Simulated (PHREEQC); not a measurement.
Dissolve 0.0073 mol NH3, 0.0052 mol CO2 and 0.13 mol K2HPO4 per kg of water at 25 °C. Closed to the air; pH follows from the charge balance.

All values are PHREEQC results (ion-association model, wateq4f.dat), not measurements.

Task: The ionic strength comes out as 0.370 mol/kgw. What activity coefficients do NH4+, KHPO4-, CO3-2, K+, OH- get?

Result: NH4+ 0.73, KHPO4- 0.71, CO3-2 0.25, K+ 0.67, OH- 0.66.

Precipitation was switched off in this run. H3PO4, which wateq4f.dat lacks, is added to it with the constant of phreeqc.dat.
